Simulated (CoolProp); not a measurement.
The fluid at 488.44 K and 5.79 MPa flows at 0.74 m/s in a round tube of 6 mm bore and 0.25 µm roughness, fully developed (64/Re and Nu = 3.66 if laminar; Colebrook and Gnielinski if turbulent). The same conditions are run with several fluids, on thermodynamics alone (safety and materials aside).

Model: reference Helmholtz-energy equation of state of each fluid (m-xylene: Zhou 2012; n-decane: Lemmon 2006; benzene: Thol 2012; ethanol: Schroeder 2014; toluene: Lemmon 2006), in CoolProp.

### Question
Rank m-xylene, n-decane, benzene, ethanol, toluene by Reynolds number, highest first.

### Answer
ethanol (29000), benzene (25500), toluene (22000), m-xylene (21200), n-decane (15200)

```csv
fluid,Darcy friction factor,pressure drop (Pa/m),heat-transfer coefficient (W/(m² K)),mass flow (kg/h)
m-xylene,0.0256,803,1810,51.8
n-decane,0.0278,737,1600,43.8
benzene,0.0245,729,1930,49.1
ethanol,0.0238,579,3190,40.2
toluene,0.0254,779,1820,50.7
```

Transport values come from each fluid's own correlations.
